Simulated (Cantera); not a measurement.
Charge: 1 mol Al, 3 mol HCl, at 998.15 K and 79.0 mbar.

These are equilibrium values from Cantera (NASA tables, ideal gas, pure condensed phases), not measurements of a reactor. Candidate condensed phases: Al, AlCl₃; 12 gas species. The tables' values for AlCl₂ are old estimates; treat these amounts as uncertain. Kinetics and transport are ignored.

Base state: H₂ 0.600, AlCl₃ 0.397, Al₂Cl₆ 0.00127, HCl 0.000945, AlCl₂ 0.000649, AlCl 0.000148 (mole fractions); condensed: gas only.

Task: What changes in the equilibrium state with this change: pressure from 79.0 mbar to 0.100 bar?

Result: 
```
species    before     after
-------  --------  --------
H₂          0.600     0.600
AlCl₃       0.397     0.397
Al₂Cl₆    0.00127   0.00160
AlCl     0.000148  0.000134
HCl      0.000945  0.000884
```

Task: What changes in the equilibrium state with this change: temperature from 998.15 K to 500 K?

Result: 
```tsv
species	before	after
H₂	0.600	0.748
Al₂Cl₆	0.00127	0.247
AlCl₃	0.397	0.00408
HCl	0.000945	<1e-9
AlCl₂	0.000649	<1e-9
AlCl	0.000148	<1e-9
```

Task: What changes in the equilibrium state with this change: pressure from 79.0 mbar to 0.260 bar?

Result: 
```tsv
species	before	after
H₂	0.600	0.602
AlCl₃	0.397	0.393
Al₂Cl₆	0.00127	0.00409
AlCl	0.000148	8.78e-5
HCl	0.000945	0.000673
AlCl₂	0.000649	0.000498
```
